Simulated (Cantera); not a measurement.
Feed: 1 mol SiH2Cl2, 0.053 mol HCl, 120 mol H2, at 6.30 mbar.

These are equilibrium values from Cantera (NASA tables, ideal gas, pure condensed phases), not measurements of a reactor. Candidate condensed phases: Si; 19 gas species. The tables' values for SiCl are old estimates; treat these amounts as uncertain. Gases not in the tables: Si2H6 and higher silanes. Rates play no part. All values below are at 2298 K.

Base state: H2 0.865, H 0.112, HCl 0.0143, Si 0.00734, Cl 0.00134, SiH 0.000200, SiCl 7.61e-5, SiCl2 2.09e-5 (mole fractions); condensed: gas only.

Q: What changes in the equilibrium state with this change: pressure from 6.30 mbar to 0.100 bar?

A: 
```tsv
species	before	after
H2	0.865	0.947
H	0.112	0.0295
HCl	0.0143	0.0153
Si	0.00734	0.00625
Si3	6.73e-8	1.05e-5
SiH2	2.02e-5	0.000299
```
